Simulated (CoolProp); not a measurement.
Saturation properties of carbonyl sulfide (Tc = 105.6 °C, pc = 63.69 bar, ω = 0.098).

The numbers come from the reference Helmholtz-energy equation of state, Lemmon 2006 in CoolProp. It is a short technical equation, of lower accuracy than the large ones.

```json
[
 {"T (°C)": "25.95", "p (bar)": "13.12", "vapour density (kg/m³)": "38.09", "enthalpy of vaporisation (kJ/kg)": "244.0", "surface tension (mN/m)": "8.08"},
 {"T (°C)": "29.95", "p (bar)": "14.46", "vapour density (kg/m³)": "42.02", "enthalpy of vaporisation (kJ/kg)": "239.4", "surface tension (mN/m)": "7.52"},
 {"T (°C)": "33.95", "p (bar)": "15.89", "vapour density (kg/m³)": "46.29", "enthalpy of vaporisation (kJ/kg)": "234.6", "surface tension (mN/m)": "6.96"},
 {"T (°C)": "37.95", "p (bar)": "17.43", "vapour density (kg/m³)": "50.92", "enthalpy of vaporisation (kJ/kg)": "229.6", "surface tension (mN/m)": "6.42"},
 {"T (°C)": "41.95", "p (bar)": "19.07", "vapour density (kg/m³)": "55.97", "enthalpy of vaporisation (kJ/kg)": "224.3", "surface tension (mN/m)": "5.89"},
 {"T (°C)": "45.95", "p (bar)": "20.82", "vapour density (kg/m³)": "61.45", "enthalpy of vaporisation (kJ/kg)": "218.9", "surface tension (mN/m)": "5.38"},
 {"T (°C)": "49.95", "p (bar)": "22.69", "vapour density (kg/m³)": "67.43", "enthalpy of vaporisation (kJ/kg)": "213.1", "surface tension (mN/m)": "4.88"},
 {"T (°C)": "54.05", "p (bar)": "24.72", "vapour density (kg/m³)": "74.14", "enthalpy of vaporisation (kJ/kg)": "206.9", "surface tension (mN/m)": "4.38"}
]
```

It boils at -50.2 °C under 1 atm.

Surface tension comes from a separate correlation (Mulero 2012).
